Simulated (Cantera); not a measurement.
Source: NASA polynomial tables (part measured, part estimated), evaluated in Cantera. Values are per mole of reaction as written; species without (g) are pure solids or liquids, kept so even where they would boil at 1 bar.

4 Fe(OH)2 + 3 O2(g) → 4 H2O2(g) + 2 Fe2O3

| T (K) | ΔH° (kJ) | ΔS° (J/K) | ΔG° (kJ) | log10 K |
|---|---|---|---|---|
| 923 | 71.5 | 85.1 | -7.1 | 0.40 |
| 973 | ? | ? | ? | ? |
| 1023 | 67.8 | 81.4 | -15.5 | 0.79 |
| 1073 | 65.2 | 78.9 | -19.5 | 0.95 |
| 1123 | ? | ? | ? | ? |
| 1173 | ? | ? | ? | ? |
| 1223 | 56.8 | 71.6 | -30.8 | 1.31 |
| 1273 | 54.0 | 69.3 | -34.3 | 1.41 |
| 1323 | 51.1 | 67.1 | -37.7 | 1.49 |
| 1373 | 48.4 | 65.1 | -41.0 | 1.56 |

Problem. Complete the blanks.

Solution. 
- 973, ΔH° (kJ): 70.0
- 973, ΔS° (J/K): 83.6
- 973, ΔG° (kJ): -11.3
- 973, log10 K: 0.61
- 1123, ΔH° (kJ): 62.5
- 1123, ΔS° (J/K): 76.4
- 1123, ΔG° (kJ): -23.4
- 1123, log10 K: 1.09
- 1173, ΔH° (kJ): 59.7
- 1173, ΔS° (J/K): 74.0
- 1173, ΔG° (kJ): -27.1
- 1173, log10 K: 1.21
